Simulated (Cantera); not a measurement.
A closed system holds: 1 mol H₂O, 0.037 mol O₂, at 10.0 mbar.

These are equilibrium values from Cantera (NASA tables, ideal gas, pure condensed phases), not measurements of a reactor. Candidate condensed phases: H₂O; 22 gas species. Ions and electrons are included (thermal ionisation). Equilibrium is a limit: real reactors are often held back by kinetics, nucleation or transport.

x: gas mole fraction; nothing condenses.

```csv
T (K),x H,x H₂O,x O,x H₂,x OH,x O₂
2500,0.0897,0.584,0.0395,0.127,0.0853,0.0745
2750,0.273,0.250,0.125,0.159,0.115,0.0788
3000,[?],[?],[?],[?],[?],[?]
3250,0.600,0.00450,0.314,0.0349,0.0307,0.0158
3500,0.634,0.000417,0.339,0.0115,0.0106,0.00472
3750,0.645,4.76e-5,0.346,0.00414,0.00388,0.00151
4000,0.648,6.90e-6,0.348,0.00165,0.00158,0.000547
4250,0.650,[?],0.349,[?],[?],[?]
4500,0.650,2.69e-7,0.349,0.000353,0.000347,9.85e-5
4750,0.650,6.84e-8,0.349,0.000184,0.000183,4.78e-5
5000,0.650,1.99e-8,0.349,0.000102,0.000102,2.49e-5
```

Fill in the missing entries.


- 3000, x H: 0.491
- 3000, x H₂O: 0.0462
- 3000, x O: 0.243
- 3000, x H₂: 0.0966
- 3000, x OH: 0.0779
- 3000, x O₂: 0.0459
- 4250, x H₂O: 1.24e-6
- 4250, x H₂: 0.000732
- 4250, x OH: 0.000709
- 4250, x O₂: 0.000221
